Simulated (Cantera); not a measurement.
Input: 1 mol ZrO2, 2800 mol H2, held at 1323.15 K and 3.10 bar.

These are equilibrium values from Cantera (NASA tables, ideal gas, pure condensed phases), not measurements of a reactor. Candidate condensed phases: H2O, Zr, ZrO2; 12 gas species. The numbers say what is thermodynamically allowed, not how fast it happens.

Q: What is the equilibrium state?

A: 
- x(H2): 1.000
- n(ZrO2(monoclinic)): 1.00 mol
- gas amount: 2800 mol
